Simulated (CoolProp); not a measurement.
A Linde-Hampson liquefier for normal hydrogen: isothermal reversible compression at 250 K from 1 atm to 25 MPa, throttling to 1 atm, return gas leaving the recuperator 10 K below the feed. Each further row changes one setting.

The numbers come from the reference Helmholtz-energy equation of state, Leachman 2009 in CoolProp.

```tsv
case	compression work (kJ/kg of gas)
as stated	5850
high pressure 50 MPa	6760
warm-end temperature 280 K	6540
warm-end gap 15 K	5850
```
